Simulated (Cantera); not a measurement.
Charge: 1 mol Cr, 0.058 mol H2O, 1.6 mol N2, at 101000 Pa.

Equilibrium computed with Cantera from the NASA thermochemical tables; the gas is ideal and each condensed phase is pure. Candidate condensed phases: Cr, CrN, Cr2N, Cr2O3, H2O; 29 gas species. Each liquid is taken as pure. Mutual solubility and eutectic melting of coexisting phases are not modelled. Kinetics and transport are ignored.

### Question
Which condensed phases are stable at each of these points (T (K)): 1425, 1525, 1625, 1725, 1825, 1925, 2025, 2125, 2225, 2325, 2425, 2525, 2625, 2725?

### Answer
| T (K) | condensed phases | Cr condensed (%) |
|---|---|---|
| 1425 | Cr2N(s) + Cr2O3(s) | 100.0 |
| 1525 | Cr2N(s) + Cr2O3(s) | 100.0 |
| 1625 | Cr2N(s) + Cr2O3(s) | 100.0 |
| 1725 | Cr2N(s) + Cr2O3(s) | 100.0 |
| 1825 | Cr(s) + Cr2O3(s) | 100.0 |
| 1925 | Cr(s) + Cr2O3(s) | 99.9 |
| 2025 | Cr(s) + Cr2O3(s) | 99.7 |
| 2125 | Cr(s) + Cr2O3(s) | 99.3 |
| 2225 | Cr(l) + Cr2O3(s) | 98.2 |
| 2325 | Cr(l) + Cr2O3(s) | 95.9 |
| 2425 | Cr(l) + Cr2O3(s) | 91.1 |
| 2525 | Cr(l) + Cr2O3(s) | 81.0 |
| 2625 | Cr(l) + Cr2O3(l) | 59.3 |
| 2725 | Cr(l) | 16.4 |

From 1425 K to 1725 K the condensed part is Cr2N(s) + Cr2O3(s). From 1825 K to 2125 K the condensed part is Cr(s) + Cr2O3(s). From 2225 K to 2525 K the condensed part is Cr(l) + Cr2O3(s). At 2625 K the condensed part is Cr(l) + Cr2O3(l). At 2725 K the condensed part is Cr(l).
